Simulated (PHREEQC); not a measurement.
Make-up at 25 °C: 30 mmol/kgw HNO3, 0.35 mmol/kgw AlCl3 and 1.7 mmol/kgw MnSO4. Closed to the air; pH follows from the charge balance.

All values are PHREEQC results (ion-association model, phreeqc.dat), not measurements.

| quantity | before | after |
|---|---|---|
| pH | 1.60 | 1.60 |
| ionic strength (mol/kgw) | 0.0363 | 0.0434 |
| Al+3 (mol/kgw) | 0.000262 | 0.00139 |
| SI of Gibbsite (Al(OH)3) | -7.46 | -6.76 |

### Question
Which change was made?
(A) MnSO4 from 0.0017 to 0.00034 mol/kgw
(B) AlCl3 from 0.00035 to 0.000385 mol/kgw
(C) MnSO4 left out
(D) AlCl3 from 0.00035 to 0.00175 mol/kgw
(E) HNO3 left out

### Answer
D, AlCl3 from 0.00035 to 0.00175 mol/kgw

This is a speciation only: nothing precipitates in the calculation.
